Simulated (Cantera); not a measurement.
A freely propagating, adiabatic, planar premixed flame of H₂ : O₂ : N₂ = 1 : 0.22 : 1.04 (molar parts), unburnt at 650 K and 1000000 Pa; mixture-averaged transport, grid criteria slope 0.08 and curve 0.16, no radiation.

Computed with Cantera and the H2/O2 subset of GRI-Mech 3.0, which has no nitrogen chemistry. The hydrogen kinetics of GRI-Mech 3.0 are dated; newer H2 mechanisms differ, most at raised pressure. Burning velocities carry a grid error of a few per cent, more on coarse grids.

x: mole fraction of selected species; z is measured from the peak of heat release.

```csv
z (mm),T (K),u (m/s),x H₂,x O₂,x H₂O₂,x H,x O,x H₂O
-0.0811,650,7.37,0.442,0.0973,<1e-8,<1e-8,<1e-8,<1e-8
-0.0540,650,7.37,0.442,0.0974,<1e-8,<1e-8,<1e-8,2.76e-7
-0.0405,650,7.37,0.442,0.0974,<1e-8,<1e-8,<1e-8,[?]
-0.0270,654,7.39,0.441,0.0977,2.65e-7,3.51e-8,5.51e-8,4.74e-5
-0.0135,749,8.28,0.424,0.0976,3.42e-5,0.000189,1.79e-5,0.00519
-0.00676,1032,11.1,0.388,0.0872,7.27e-5,0.00339,0.000222,0.0347
0,1387,14.6,0.336,0.0605,2.52e-5,0.0141,0.000875,0.0930
0.00676,1639,17.1,0.291,0.0302,4.36e-6,0.0260,0.00108,0.152
0.0135,1775,18.5,0.267,0.0123,2.06e-6,0.0314,0.000704,0.186
0.0270,1888,19.6,0.256,[?],[?],0.0299,[?],0.207
0.0540,1970,20.3,0.259,0.000152,2.59e-7,0.0219,0.000109,0.212
0.108,2032,20.9,0.264,2.00e-5,1.11e-7,0.0139,4.53e-5,0.214
0.216,2074,21.3,0.268,6.31e-6,4.48e-8,0.00799,1.56e-5,0.215
```

### Question
Complete the blanks.

### Answer

- -0.0405, x H₂O: 2.09e-6
- 0.0270, x O₂: 0.00203
- 0.0270, x H₂O₂: 7.44e-7
- 0.0270, x O: 0.000260
